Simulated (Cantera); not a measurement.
Charge: 1 mol Si3N4, 1.7 mol H2, equilibrated at 2525 K and 7.50 Torr.

These are equilibrium values from Cantera (NASA tables, ideal gas, pure condensed phases), not measurements of a reactor. Candidate condensed phases: Si, Si3N4; 18 gas species. The tables' values for SiN are old estimates; treat these amounts as uncertain. Gases not in the tables: Si2H6 and higher silanes. Kinetics and transport are ignored.

Base state: Si 0.400, N2 0.284, H2 0.181, H 0.119, Si2 0.00777, SiH 0.00433, SiN 0.00207, Si2N 0.00126 (mole fractions); condensed: gas only.

Problem. What changes in the equilibrium state with this change: temperature from 2525 K to 2250 K?

Solution. 
| species | before | after |
|---|---|---|
| N2 | 0.284 | 0.494 |
| H2 | 0.181 | 0.396 |
| Si | 0.400 | 0.0592 |
| H | 0.119 | 0.0467 |
| Si2 | 0.00777 | 0.00104 |
| Si3 | 0.000932 | 0.000199 |
| Si(l), mol | 0 | 2.73 |

Problem. What changes in the equilibrium state with this change: temperature from 2525 K to 2473 K?

Solution. 
| species | before | after |
|---|---|---|
| Si | 0.400 | 0.387 |
| N2 | 0.284 | 0.294 |
| H2 | 0.181 | 0.199 |
| H | 0.119 | 0.0995 |
| Si3 | 0.000932 | 0.00173 |
| Si2N | 0.00126 | 0.00199 |
| Si(l), mol | 0 | 0.138 |

Problem. What changes in the equilibrium state with this change: temperature from 2525 K to 3000 K?

Solution. 
```tsv
species	before	after
Si	0.400	0.370
H	0.119	0.333
N2	0.284	0.249
H2	0.181	0.0446
Si3	0.000932	3.21e-6
Si2N	0.00126	2.30e-5
N	1.96e-6	6.94e-5
SiH2	0.000141	7.06e-6
Si2	0.00777	0.000630
```
